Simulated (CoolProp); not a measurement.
o-xylene along the isobar 5.12 MPa: density (kg/m³) from the reference equation and from simpler models built on Tc = 630.3 K, pc = 3.737 MPa, ω = 0.312; each cubic takes its own stable root.

Values from CoolProp's reference Helmholtz-energy equation of state, Zhou 2012.

```json
[
 {"T (K)": "523.4", "phase": "liquid", "reference": "667.3"},
 {"T (K)": "529.8", "phase": "liquid", "reference": "659.5"},
 {"T (K)": "536.3", "phase": "liquid", "reference": "651.3"},
 {"T (K)": "542.7", "phase": "liquid", "reference": "642.9"},
 {"T (K)": "549.2", "phase": "liquid", "reference": "634.2"},
 {"T (K)": "555.6", "phase": "liquid", "reference": "625.3"},
 {"T (K)": "562", "phase": "liquid", "reference": "616.0"},
 {"T (K)": "568.5", "phase": "liquid", "reference": "606.2"},
 {"T (K)": "574.9", "phase": "liquid", "reference": "596.0"},
 {"T (K)": "581.4", "phase": "liquid", "reference": "585.1"},
 {"T (K)": "587.8", "phase": "liquid", "reference": "573.8"},
 {"T (K)": "594.2", "phase": "liquid", "reference": "561.7"},
 {"T (K)": "600.7", "phase": "liquid", "reference": "548.4"},
 {"T (K)": "607.1", "phase": "liquid", "reference": "534.3"},
 {"T (K)": "613.6", "phase": "liquid", "reference": "518.4"},
 {"T (K)": "620", "phase": "liquid", "reference": "501.1"}
]
```

Task: How far does each simpler model (van der Waals, Redlich-Kwong, Soave-Redlich-Kwong, Peng-Robinson) lie from the reference over these 16 states: mean and median of the absolute difference, and the worst?

Result: 
- van der Waals: mean 37.7 %, median 38.1 %, worst -39.2 % at 523.4 K and 5.12 MPa
- Redlich-Kwong: mean 18.1 %, median 18.1 %, worst -19.4 % at 613.6 K and 5.12 MPa
- Soave-Redlich-Kwong: mean 14.9 %, median 14.6 %, worst -18.2 % at 620 K and 5.12 MPa
- Peng-Robinson: mean 4.2 %, median 3.8 %, worst -8.8 % at 620 K and 5.12 MPa
